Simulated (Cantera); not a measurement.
Cantera run:

```python
import numpy as np
import cantera as ct

gas_names = """
    B BF BF2 BF3 BO BOF BOF2 BO2 B2 B2O B2O2 B2O3 B3O3F3 F FO FO2 F2 F2O O O2 O3
""".split()
cond_names = """
    B(b) B(L) B2O3(L)
""".split()


def load(file, names, dense=False):
    # The tables refer to 1 bar. Condensed volumes are neglected.
    table = {s.name: s for s in ct.Species.list_from_file(file)}
    out = []
    for n in names:
        d = dict(table[n].input_data)
        d["thermo"] = dict(d["thermo"], **{"reference-pressure": 1e5})
        if dense:
            d["equation-of-state"] = {"model": "constant-volume", "density": "1e6 g/cm^3"}
        out.append(ct.Species.from_dict(d))
    return out


gas = ct.Solution(thermo="ideal-gas", species=load("nasa_gas.yaml", gas_names))
cond = {s.name: ct.Solution(thermo="fixed-stoichiometry", species=[s], name=s.name)
        for s in load("nasa_condensed.yaml", cond_names, dense=True)}
atoms = {
    'B2O3': {'B': 2, 'O': 3},
    'F2': {'F': 2},
    'O2': {'O': 2},
}
top_T = {}  # K; cautious upper limits of use, not melting points


def equilibrate(T, P, feed):
    n = {}
    for name, mol in feed.items():
        for a, k in atoms[name].items():
            n[a] = n.get(a, 0.0) + k * mol
    gas.TPX = T, P, n
    mass = sum(n.values()) * gas.mean_molecular_weight
    gas.equilibrate("TP")
    valid = [c for c in cond.values() if c.min_temp <= T <= top_T.get(c.name, c.max_temp)]
    mix = ct.Mixture([(gas, mass / gas.mean_molecular_weight)] + [(c, 0.0) for c in valid])
    mix.T, mix.P = T, P
    mix.equilibrate("TP", solver="vcs", rtol=1e-11, max_steps=5000)
    return mix


results = []
feed = {'B2O3': 1, 'F2': 0.82, 'O2': 0.58}  # mol
T = 823.15  # K
P = 133.322  # Pa
mix = equilibrate(T, P, feed)
results.append((T, P, feed, dict(zip(mix.species_names, mix.species_moles))))
x = sorted(zip(gas.X, gas.species_names), reverse=True)
print(f"T = {T:g} K  P = {P:g} Pa  gas = {mix.phase_moles(0):.4g} mol")
print("   x: " + "  ".join(f"{s} {v:.3e}" for v, s in x if v > 0.001))
print("   condensed (mol): " + ("  ".join(f"{mix.phase(i).name} {mix.phase_moles(i):.4g}"
      for i in range(1, mix.n_phases) if mix.phase_moles(i) > 1e-12) or "none"))
```

It prints:

```
T = 823.15 K  P = 133.322 Pa  gas = 1.537 mol
   x: O2 6.442e-01  BF3 3.313e-01  B3O3F3 2.448e-02
   condensed (mol): B2O3(L) 0.689
```

Equilibrium computed with Cantera from the NASA thermochemical tables; the gas is ideal and each condensed phase is pure.
